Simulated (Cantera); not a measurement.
A perfectly stirred reactor is fed with CO : O2 : H2O : N2 = 0.0013 : 0.0083 : 0.00014 : 1 (molar parts), equivalence ratio 0.078, at 1000000 Pa; it is held at 1198 K, and followed from long to short residence time.

Computed with Cantera and GRI-Mech 3.0 (53 species, 325 reactions).

x: mole fraction; the columns are a selection and need not sum to one.

```
τ (s)        x CO     x O2     x H2O     x HO2      x NO     x NO2      x H2
-------  --------  -------  --------  --------  --------  --------  --------
3.3      0.000155  0.00766  0.000139         ?   1.90e-7   1.43e-7   3.67e-8
0.87     0.000447  0.00780  0.000138         ?   8.18e-8   6.60e-8   1.07e-7
0.23     0.000859  0.00801  0.000138   5.09e-7   1.79e-8   1.41e-8   1.83e-7
0.061     0.00114  0.00815  0.000138   5.46e-7   2.03e-9   1.48e-9   1.69e-7
0.016     0.00125  0.00820  0.000138         ?  1.40e-10  8.07e-11   7.05e-8
0.0043    0.00128  0.00822  0.000139         ?  2.53e-12    <1e-12   3.67e-9
0.0011    0.00129  0.00822  0.000139         ?    <1e-12    <1e-12  3.92e-12
0.00030   0.00129  0.00822  0.000139  1.48e-10    <1e-12    <1e-12    <1e-12
```

Problem. Fill in the missing entries.

Solution. 
- 3.3, x HO2: 2.25e-7
- 0.87, x HO2: 3.87e-7
- 0.016, x HO2: 4.80e-7
- 0.0043, x HO2: 1.75e-7
- 0.0011, x HO2: 1.83e-9
